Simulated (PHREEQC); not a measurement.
## Leach liquor

A solution holds 4.9 mmol/kgw H2SO4 and 0.15 mmol/kgw ZnSO4, at 25 °C. It is in equilibrium with CO2 at log p = -3.4 (atm). Otherwise closed; pH follows from the charge balance.

Equilibrium calculation in PHREEQC: ion-association model, phreeqc.dat.

Each row changes one thing in this solution. This is a speciation only: nothing precipitates in the calculation.

```csv
case,pH,ionic strength (mol/kgw),SO4-2 (mol/kgw),HSO4- (mol/kgw),HCO3- (mol/kgw)
as made,2.13,0.0117,0.00330,0.00171,9.12e-10
H2SO4 replaced by Li2SO4 at the same molality,5.66,0.0149,0.00487,7.27e-7,3.09e-6
temperature from 25 to 35 °C,2.15,0.0113,0.00307,0.00194,8.05e-10
temperature from 25 to 80 °C,2.22,0.00880,0.00183,0.00319,4.27e-10
diluted 2-fold with water,2.40,0.00642,0.00193,0.000584,1.64e-9
H2SO4 from 0.0049 to 0.00539 mol/kgw,2.10,0.0127,0.00353,0.00197,8.43e-10
diluted 10-fold with water,3.04,0.00145,0.000468,3.63e-5,6.93e-9
H2SO4 from 0.0049 to 0.00245 mol/kgw,2.40,0.00664,0.00198,0.000595,1.64e-9
ZnSO4 replaced by CdSO4 at the same molality,2.13,0.0117,0.00330,0.00171,9.12e-10
```

Away from 25 °C the constants follow the database's enthalpies or fits; those with neither stay at their 25 °C values.
